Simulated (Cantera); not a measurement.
An isothermal plug-flow reactor at 1175 K and 101000 Pa (inlet), inlet velocity 4.3 m/s, active area per volume 2400 1/m; feed 0.814 % CH4, 13.9 % O2, 84.6 % N2, 0.664 % H2O, equivalence ratio 0.12.

Model: Deutschmann's 1995 Pt surface mechanism with GRI-Mech 3.0 gas chemistry, integrated in Cantera. Catalytic surfaces can have several steady states; this one follows from the mechanism file's or the stated starting coverage. Mass transfer to the wall is taken as infinitely fast.

One state of this run: x CH4 = 0.00697; x O2 = 0.137; x H2O = 0.00895; x CO2 = 0.00114; x CO = 7.84e-6; θ free Pt = 0.370; θ O* = 0.628; θ OH* = 0.00123. x: gas mole fraction; θ: surface coverage.

Which value of z (m) does it belong to?
A) 0.00086
B) 0.00015
C) 0.0027
D) 0.015

A, 0.00086
